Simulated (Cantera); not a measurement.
Adiabatic ignition

An adiabatic, constant-pressure homogeneous reactor starts with 5.00 % CH4, 20.0 % O2, 75.0 % N2, at 1575 K and 500000 Pa.

Computed with Cantera and GRI-Mech 3.0 (53 species, 325 reactions).

```tsv
t (s)	T (K)	x CH4	x O2	x OH	x H2O	x CO2	x NO2
5.00e-6	1575	0.0500	0.200	8.05e-8	2.19e-6	2.10e-10	<1e-12
1.12e-5	1575	0.0500	0.200	1.88e-7	9.68e-6	2.78e-9	<1e-12
2.51e-5	1575	0.0499	0.200	6.05e-7	5.78e-5	5.81e-8	<1e-12
5.62e-5	1577	0.0492	0.200	2.71e-6	0.000501	1.84e-6	<1e-12
0.000126	1698	0.0313	0.182	0.000157	0.0200	0.000438	7.65e-11
0.000282	2527	<1e-12	0.0979	0.00845	0.0941	0.0469	6.64e-7
0.000631	2525	<1e-12	0.0974	0.00840	0.0941	0.0469	2.00e-6
0.00141	2522	<1e-12	0.0964	0.00829	0.0942	0.0469	4.69e-6
0.00317	2516	<1e-12	0.0947	0.00810	0.0944	0.0470	9.41e-6
0.00710	2508	<1e-12	0.0925	0.00787	0.0945	0.0471	1.52e-5
0.0159	2503	<1e-12	0.0912	0.00773	0.0946	0.0471	1.87e-5
0.0356	2502	<1e-12	0.0910	0.00771	0.0946	0.0471	1.92e-5
0.0797	2502	<1e-12	0.0910	0.00771	0.0946	0.0471	1.92e-5
0.179	2502	<1e-12	0.0910	0.00771	0.0946	0.0471	1.92e-5
0.400	2502	<1e-12	0.0910	0.00771	0.0946	0.0471	1.92e-5
```
x: mole fraction; the columns are a selection and need not sum to one.

The time of steepest temperature rise comes out as 0.134 ms and the temperature at 0.400 s is 2502 K. The equilibrium temperature is 2502 K. The x(CH4) at 0.400 s is <1e-12 (gas-phase equilibrium <1e-12) and the x(O2) at 0.400 s is 0.0910 (gas-phase equilibrium 0.0910). The x(OH) at 0.400 s comes out as 0.00771 (gas-phase equilibrium 0.00771).
